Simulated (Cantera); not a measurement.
A perfectly stirred reactor is fed with H₂ : O₂ : N₂ : NO : H₂O = 1 : 0.5 : 1.88 : 0.014 : 0.0086 (molar parts), at 1.01 bar; it is adiabatic with a 475 K inlet, and is followed from long to short residence time, starting on the burning branch (τ in s: 0.07, 0.034, 0.016, 0.0077, 0.0037, 0.0018, 0.00085, 0.00041, 0.00019, 9.3e-05, 4.5e-05, 2.1e-05, 1e-05).

Cantera simulation using GRI-Mech 3.0 (53 species, 325 reactions); the numbers are that mechanism's predictions, not measurements. The mechanism lacks 2 NO + O2 → 2 NO2 and HONO, so NO2 and the effect of NO are under-described below about 1400 K.

One state of this run: T (K) = 1683; x H₂ = 0.0549; x O₂ = 0.0315; x NO = 0.00446; x O = 0.0116; x HO₂ = 2.29e-5; x N₂O = 1.24e-7. x: mole fraction; the columns are a selection and need not sum to one.

Problem. Which value of τ (s) does it belong to?
A) 4.5e-5
B) 0.0037
C) 0.0018
D) 1.0e-5

Solution. A, 4.5e-5
